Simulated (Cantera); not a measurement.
Feed: 1 mol Si2H6, 0.8 mol HCl, 4.1 mol N2, equilibrated at 0.00560 bar.

These are equilibrium values from Cantera (NASA tables, ideal gas, pure condensed phases), not measurements of a reactor. Candidate condensed phases: NH4Cl, Si, Si3N4; 28 gas species. The feed counts by its element totals alone. N2 is the only nitrogen source here; it is nearly inert below about 1500 K, so the nitride shown seldom forms there in practice. The tables' values for SiCl3 are old estimates; treat these amounts as uncertain. The numbers say what is thermodynamically allowed, not how fast it happens. All values below are at 1400 K.

Base state: H2 0.458, N2 0.422, HCl 0.118, SiCl2 0.00162, SiCl3 0.000105, H 4.40e-5, SiCl4 2.89e-5 (mole fractions); condensed: Si3N4(s).

Problem. What changes in the equilibrium state with this change: N2 from 4.1 to 220 mol?

Solution. 
| species | before | after |
|---|---|---|
| N2 | 0.422 | 0.983 |
| H2 | 0.458 | 0.0135 |
| HCl | 0.118 | 0.00354 |
| SiCl2 | 0.00162 | 2.81e-5 |
| SiCl4 | 2.89e-5 | 1.53e-8 |
| SiCl3 | 0.000105 | 3.18e-7 |
| H | 4.40e-5 | 7.56e-6 |
| Si3N4(s), mol | 0.663 | 0.665 |
